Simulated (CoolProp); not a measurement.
Aqueous methanol as a coolant, 44 % by mass, freezing at -44.7 °C, 1 atm.

Model: Melinder's fits for secondary coolants, in CoolProp.

```json
[
 {"T (°C)": "-27.3", "conductivity (W/(m K))": "0.351", "viscosity (mPa s)": "12.3", "cp (kJ/(kg K))": "3.259", "density (kg/m³)": "954.2"},
 {"T (°C)": "-21.5", "conductivity (W/(m K))": "0.353", "viscosity (mPa s)": "[?]", "cp (kJ/(kg K))": "3.337", "density (kg/m³)": "951.1"},
 {"T (°C)": "-15.6", "conductivity (W/(m K))": "0.355", "viscosity (mPa s)": "6.82", "cp (kJ/(kg K))": "3.412", "density (kg/m³)": "947.9"},
 {"T (°C)": "-9.8", "conductivity (W/(m K))": "0.357", "viscosity (mPa s)": "5.26", "cp (kJ/(kg K))": "3.481", "density (kg/m³)": "944.7"},
 {"T (°C)": "-4", "conductivity (W/(m K))": "0.359", "viscosity (mPa s)": "4.14", "cp (kJ/(kg K))": "3.545", "density (kg/m³)": "941.5"},
 {"T (°C)": "1.8", "conductivity (W/(m K))": "0.362", "viscosity (mPa s)": "3.31", "cp (kJ/(kg K))": "3.603", "density (kg/m³)": "938.2"},
 {"T (°C)": "7.6", "conductivity (W/(m K))": "0.364", "viscosity (mPa s)": "[?]", "cp (kJ/(kg K))": "3.655", "density (kg/m³)": "934.8"},
 {"T (°C)": "13.4", "conductivity (W/(m K))": "0.366", "viscosity (mPa s)": "2.23", "cp (kJ/(kg K))": "3.699", "density (kg/m³)": "931.3"},
 {"T (°C)": "19.2", "conductivity (W/(m K))": "[?]", "viscosity (mPa s)": "1.86", "cp (kJ/(kg K))": "3.736", "density (kg/m³)": "927.8"},
 {"T (°C)": "25", "conductivity (W/(m K))": "0.371", "viscosity (mPa s)": "1.58", "cp (kJ/(kg K))": "3.765", "density (kg/m³)": "924.2"},
 {"T (°C)": "30.8", "conductivity (W/(m K))": "0.374", "viscosity (mPa s)": "1.35", "cp (kJ/(kg K))": "3.784", "density (kg/m³)": "920.5"}
]
```

Q: Some entries are withheld; supply them.

A: 
- -21.5, viscosity (mPa s): 9.08
- 7.6, viscosity (mPa s): 2.70
- 19.2, conductivity (W/(m K)): 0.368
